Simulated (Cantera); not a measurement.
Charge: 1 mol SF6, 0.31 mol H2O, 0.25 mol N2, equilibrated at 13.3 mbar.

Equilibrium computed with Cantera from the NASA thermochemical tables; the gas is ideal and each condensed phase is pure. Candidate condensed phases: H2O, H2SO4, S; 62 gas species. The tables' values for SOF2, S2F2 (SSF2), SF3, FS2F (FSSF) are old estimates; treat these amounts as uncertain. Equilibrium is a limit: real reactors are often held back by kinetics, nucleation or transport. All values below are at 1950 °C.

Base state: F 0.726, HF 0.0970, SF2 0.0413, N2 0.0391, SF 0.0281, SO 0.0235, S2 0.0174, S 0.0135 (mole fractions); condensed: gas only.

Task: What changes in the equilibrium state with this change: SF6 replaced by H2S?

Result: 
```
species   before    after
-------  -------  -------
H2         <1e-9    0.471
S2        0.0174    0.165
N2        0.0391    0.114
F          0.726        0
HF        0.0970        0
H2O        <1e-9   0.0842
SF2       0.0413        0
SF        0.0281        0
SH       1.01e-7   0.0311
H        3.82e-7   0.0381
S         0.0135   0.0416
SO        0.0235   0.0369
SO2       0.0119  0.00948
H2S        <1e-9  0.00755
SOF2     0.00102        0
```
